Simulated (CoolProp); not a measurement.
Vapour pressure (kPa) of isobutene: the reference equation beside estimates from Tc = 144.9 °C, pc = 4016 kPa, ω = 0.193. Clausius-Clapeyron is anchored at 4.75 °C with a constant enthalpy of vaporisation of 21.33 kJ/mol.

Model: reference Helmholtz-energy equation of state, Lemmon 2005, in CoolProp. It is a short technical equation, of lower accuracy than the large ones.

```
T (°C)  reference  Lee-Kesler  Clausius-Clapeyron  van der Waals  Redlich-Kwong  Soave-Redlich-Kwong  Peng-Robinson
------  ---------  ----------  ------------------  -------------  -------------  -------------------  -------------
-9.55       91.61       90.75               95.16          461.7          135.8                91.00          92.06
-2.35       121.1       120.4               123.3          535.2          175.9                120.6          121.4
4.75        157.0       156.5               157.0          614.9          223.3                156.5          157.1
11.95       201.2       201.1               198.2          703.4          280.4                201.0          201.1
19.15       254.4       254.8               247.4          799.9          347.5                254.7          253.9
26.35       317.6       318.6               305.6          904.7          425.4                318.6          316.9
33.55       392.0       393.8               373.6           1018          515.1                394.0          391.1
40.75       478.8       481.4               452.7           1140          617.5                482.1          477.8
47.95       579.2       582.6               543.7           1271          733.4                584.1          578.2
55.15       694.4       698.7               647.8           1412          863.8                701.5          693.7
62.35       825.7       830.8               766.1           1561           1009                835.5          825.7
69.45       972.3       978.1               897.7           1719           1169                985.3          973.3
```

Absolute difference from the reference over all 12 rows, mean and median: Lee-Kesler 0.5 and 0.6 %, Clausius-Clapeyron 4.3 and 4.3 %, van der Waals 197.7 and 172.3 %, Redlich-Kwong 33.3 and 32.7 %, Soave-Redlich-Kwong 0.6 and 0.6 %, Peng-Robinson 0.2 and 0.2 %.
